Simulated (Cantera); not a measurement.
# Thermodynamics of carbon deposition, reforming and gasification, feed C3H6 + H2

Input: 1 mol C3H6, 77 mol H2, held at 1.00 bar.

These are equilibrium values from Cantera (NASA tables, ideal gas, pure condensed phases), not measurements of a reactor. Candidate condensed phases: C, C6H6, C7H8, C8H18; 76 gas species. Kinetics and transport are ignored.

```json
[
 {"T (°C)": "402", "x H2": "0.961", "x CH4": "0.0390", "x H": "<1e-12", "x C2H2 (acetylene)": "<1e-12", "x CH3": "<1e-12", "x C2H4": "<1e-12", "n C(graphite)": "0"},
 {"T (°C)": "552", "x H2": "0.961", "x CH4": "0.0390", "x H": "7.78e-12", "x C2H2 (acetylene)": "<1e-12", "x CH3": "4.69e-12", "x C2H4": "4.36e-10", "n C(graphite)": "0"},
 {"T (°C)": "702", "x H2": "0.961", "x CH4": "0.0390", "x H": "1.12e-9", "x C2H2 (acetylene)": "6.18e-11", "x CH3": "7.72e-10", "x C2H4": "5.47e-8", "n C(graphite)": "0"},
 {"T (°C)": "852", "x H2": "0.973", "x CH4": "0.0273", "x H": "4.38e-8", "x C2H2 (acetylene)": "2.23e-8", "x CH3": "2.28e-8", "x C2H4": "9.25e-7", "n C(graphite)": "0.874"},
 {"T (°C)": "1002", "x H2": "0.991", "x CH4": "0.00910", "x H": "7.34e-7", "x C2H2 (acetylene)": "3.81e-7", "x CH3": "1.32e-7", "x C2H4": "1.52e-6", "n C(graphite)": "2.28"},
 {"T (°C)": "1152", "x H2": "0.996", "x CH4": "0.00374", "x H": "6.81e-6", "x C2H2 (acetylene)": "3.51e-6", "x CH3": "5.14e-7", "x C2H4": "2.20e-6", "n C(graphite)": "2.70"},
 {"T (°C)": "1302", "x H2": "0.998", "x CH4": "0.00181", "x H": "4.15e-5", "x C2H2 (acetylene)": "2.11e-5", "x CH3": "1.53e-6", "x C2H4": "2.93e-6", "n C(graphite)": "2.85"},
 {"T (°C)": "1452", "x H2": "0.999", "x CH4": "0.000996", "x H": "0.000186", "x C2H2 (acetylene)": "9.20e-5", "x CH3": "3.76e-6", "x C2H4": "3.70e-6", "n C(graphite)": "2.90"},
 {"T (°C)": "1602", "x H2": "0.998", "x CH4": "0.000604", "x H": "0.000655", "x C2H2 (acetylene)": "0.000316", "x CH3": "7.96e-6", "x C2H4": "4.49e-6", "n C(graphite)": "2.90"},
 {"T (°C)": "1752", "x H2": "0.997", "x CH4": "0.000395", "x H": "0.00192", "x C2H2 (acetylene)": "0.000902", "x CH3": "1.50e-5", "x C2H4": "5.28e-6", "n C(graphite)": "2.82"}
]
```
x: gas mole fraction; n: condensed amount in mol.

From 402 °C to 702 °C nothing is condensed. From 852 °C to 1752 °C the condensed part is C(graphite). The main C-bearing gas is CH4 at 402 °C and C2H2 (acetylene) at 1752 °C.
